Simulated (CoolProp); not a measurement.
Vapour-liquid equilibrium of C2F6 (R116) (1) + R22 (2) at 0.148 MPa; x and y are mole fractions of (1).

Values from CoolProp's multi-fluid Helmholtz-energy mixture model, Lemmon 2006 and Kamei 1995; pair parameters Bell 2016.

```tsv
x	bubble temperature, mixture model (K)	bubble temperature, Raoult's law (K)	y, mixture model	y, Raoult's law
0.05	223.1	236.7	0.572	0.207
0.2	207.5	226.9	0.834	0.579
0.35	205.3	219.7	0.860	0.763
0.5	204.9	214.3	0.865	0.865
0.65	204.4	209.9	0.874	0.927
0.8	203.6	206.3	0.900	0.966
0.95	202.6	203.3	0.964	0.993
```

The largest gap from Raoult's law is -19.4 K in bubble temperature, at x = 0.2. No azeotrope shows between x = 0.05 and 0.95.

The pair parameters rest on a limited set of measurements; away from them the model extrapolates. With so large a gap from Raoult's law the liquid may split in two, which this calculation doesn't test in full.
